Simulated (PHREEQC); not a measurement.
Make-up at 85 °C: 0.21 mol CuSO4 per kg of water. Closed to the air; pH follows from the charge balance.

The numbers come from PHREEQC with the ion-association model, wateq4f.dat.

| quantity | before | after |
|---|---|---|
| pH | 3.92 | 4.36 |
| ionic strength (mol/kgw) | 0.393 | 0.491 |

Question: Which change was made?
A. CuSO4 from 0.21 to 0.021 mol/kgw
B. CuSO4 replaced by Li2SO4 at the same molality
C. diluted 10-fold with water
D. CuSO4 replaced by Cu(NO3)2 at the same molality
E. 0.086 mol/kgw (CH3)4NF added

Answer: E, 0.086 mol/kgw (CH3)4NF added

Precipitation was switched off in this run. Some of these states are supersaturated (in Tenorite (slow to form), Cu(OH)2, CuF2:2H2O, for instance). (CH3)4N+ isn't in the database: it is added as a free cation with an ion size of 4 Å. Constants without temperature data keep their 25 °C values here.
